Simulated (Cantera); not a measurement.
Feed: 1 mol BCl3, 7.6 mol H2, 15 mol N2, at 1023.15 K and 100 Torr.

Method: chemical equilibrium by Gibbs-energy minimisation in Cantera with the NASA 1993 tables (ideal gas, pure condensed phases). Candidate condensed phases: B, BN, NH4Cl; 21 gas species. N2 is the only nitrogen source here; it is nearly inert below about 1500 K, so the nitride shown seldom forms there in practice. Equilibrium is a limit: real reactors are often held back by kinetics, nucleation or transport.

### Question
What is the equilibrium state?

### Answer
```json
{
  "x(N2)": "0.614",
  "x(H2)": "0.258",
  "x(HCl)": "0.127",
  "x(NH3)": "6.88e-6",
  "n(BN(s))": "1.000 mol",
  "gas_amount": "23.60 mol",
  "log10 activity of B(s) (absent)": "-7.66"
}
```
